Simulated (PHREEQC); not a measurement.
Dissolve 0.0024 mol MgCl2, 0.21 mol Na2SO4 and 7.3e-05 mol Fe2(SO4)3 per kg of water at 25 °C and 300 atm. Closed to the air; pH follows from the charge balance.

All values are PHREEQC results (ion-association model, phreeqc.dat), not measurements.

Precipitation was switched off in this run.

### Question
Predict the pH, activity of water, ionic strength.

### Answer
pH 4.36; activity of water 0.990; ionic strength 0.516 mol/kgw.

### Question
In which forms is Fe present?

### Answer
Fe(OH)2+ 56 %, FeOH+2 19 %, FeSO4+ 14 %, Fe(SO4)2- 11 % of the Fe.

Examples of supersaturated solids here: Hematite (slow to form), Goethite (slow to form). Others may be too. Species that the database lacks are ignored. Under pressure, the constants of complexes without a molar volume in the database are unreliable.
